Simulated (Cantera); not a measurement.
Transport properties of process gases

Gas mixture: 100 % H2, at 0.987 atm, frozen composition.

Cantera's kinetic-theory transport with the Lennard-Jones parameters of GRI-Mech 3.0, ideal gas; thermal conductivity in the multicomponent form.

```tsv
T (K)	ρ (kg/m³)	cp (J/kg/K)	μ (µPa s)	λ (mW/m/K)	Pr	D (cm²/s) C2H2	D (cm²/s) NH3	D (cm²/s) H2O
400	0.0606	14520	10.9	229	0.689	1.04	1.37	1.47
600	0.0404	14510	14.1	298	0.688	2.06	2.79	3.03
800	0.0303	14690	17.0	364	0.688	3.35	4.56	4.97
1000	0.0242	14960	19.7	427	0.689	4.85	6.65	7.27
1200	0.0202	15380	22.1	493	0.690	6.57	9.03	9.89
1400	0.0173	15800	24.4	559	0.691	8.49	11.7	12.8
1600	0.0152	16220	26.6	625	0.691	10.6	14.6	16.0
1800	0.0135	16620	28.7	690	0.692	12.9	17.7	19.5
```
D: mixture-averaged diffusion coefficient of that species in the mixture.
